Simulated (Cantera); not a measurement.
An adiabatic, constant-volume homogeneous reactor starts with CH4 : CO : O2 : N2 = 1 : 0.057 : 1.35 : 5.08 (molar parts), equivalence ratio 1.5, at 1175 K and 1.01 bar. Integrator tolerance rtol = 1e-08.

Model: GRI-Mech 3.0 (53 species, 325 reactions), integrated in Cantera.

Problem. What does this change do: constant pressure in place of constant volume?

Solution. 
```csv
quantity,before,after
time of steepest temperature rise,82.5 ms,87.6 ms
temperature at 3.00 s,2792 K,2530 K
equilibrium temperature,2792 K,2530 K
x(CH4) at 3.00 s,1.58e-12 (gas-phase equilibrium 1.84e-12),<1e-12 (gas-phase equilibrium <1e-12)
x(CO) at 3.00 s,0.0964 (gas-phase equilibrium 0.0964),0.0940 (gas-phase equilibrium 0.0940)
x(O2) at 3.00 s,0.000890 (gas-phase equilibrium 0.000890),0.000258 (gas-phase equilibrium 0.000258)
x(NO) at 3.00 s,0.00210 (gas-phase equilibrium 0.00210),0.000756 (gas-phase equilibrium 0.000756)
x(C2H) at 3.00 s,<1e-12 (gas-phase equilibrium <1e-12),<1e-12 (gas-phase equilibrium <1e-12)
x(CH2) at 3.00 s,1.74e-12 (gas-phase equilibrium 1.85e-12),<1e-12 (gas-phase equilibrium <1e-12)
```
